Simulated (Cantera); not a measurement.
A closed system holds: 1 mol AlCl₃, 5.6 mol O₂, 1.4 mol H₂, held at 1148 K and 1330 Pa.

Cantera equilibrium calculation (NASA polynomials, part measured and part estimated; ideal gas, pure solids and liquids). Rates play no part.

| species | before | after |
|---|---|---|
| O₂ | 0.619 | 0.606 |
| HCl | 0.307 | 0.169 |
| Cl₂ | 0.0399 | 0.119 |
| H₂O | 0.0291 | 0.106 |
| Cl | 0.00463 | 4.11e-6 |
| ClO | 1.84e-5 | 6.30e-8 |
| Al₂O₃(s), mol | 0.500 | 0.500 |
Gas species are given as mole fractions.

Q: Which change was made?
A) pressure from 1330 Pa to 10000 Pa
B) temperature from 1148 K to 725 K
C) H₂ from 1.4 to 1.6 mol
D) temperature from 1148 K to 2175 K

A: B, temperature from 1148 K to 725 K. Condensed phases not in the tables: AlOCl
